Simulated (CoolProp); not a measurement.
Saturation properties of R1234ze(E) (Tc = 382.5 K, pc = 3.635 MPa, ω = 0.313).

Computed with CoolProp (reference Helmholtz-energy equation of state, Thol 2016).

| T (K) | p (MPa) | liquid cp (kJ/(kg K)) | liquid conductivity (mW/(m K)) |
|---|---|---|---|
| 279.8 | 0.2748 | 1.334 | 80.7 |
| 285.6 | 0.3348 | 1.348 | 78.6 |
| 291.5 | 0.4056 | 1.365 | 76.5 |
| 297.3 | 0.4858 | 1.383 | 74.5 |
| 303.1 | 0.5775 | 1.403 | 72.5 |
| 308.9 | 0.6816 | 1.425 | 70.6 |
| 314.7 | 0.7993 | 1.450 | 68.7 |
| 320.6 | 0.9340 | 1.479 | 66.8 |
| 326.4 | 1.082 | 1.512 | 65.0 |

It boils at 254.2 K under 1 atm.

Thermal conductivity comes from a separate model (Perkins 2011).
